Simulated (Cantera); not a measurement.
Input: 1 mol Si, a varied amount of F₂, 5.1 mol H₂, at 523.15 K and 7.30e-5 bar.

Cantera equilibrium calculation (NASA polynomials, part measured and part estimated; ideal gas, pure solids and liquids). Candidate condensed phases: Si; 25 gas species. Rates play no part.

x: gas mole fraction; n: condensed amount in mol.

```tsv
n(F₂) (mol)	x H₂	x HF	x SiF₄	x SiHF₃	n Si(s)
1	0.911	7.40e-11	0.0888	?	0.499
1.4	0.879	7.84e-11	0.120	?	0.299
1.9	0.843	8.20e-11	0.156	?	0.0486
2.6	0.672	0.179	0.149	<1e-12	0
3.6	0.455	0.416	0.130	<1e-12	0
5	0.231	0.659	0.110	<1e-12	0
6.9	0.0182	0.891	0.0909	<1e-12	0
```

Fill in the missing entries.


- 1, x SiHF₃: 0.000630
- 1.4, x SiHF₃: 0.000776
- 1.9, x SiHF₃: 0.000926
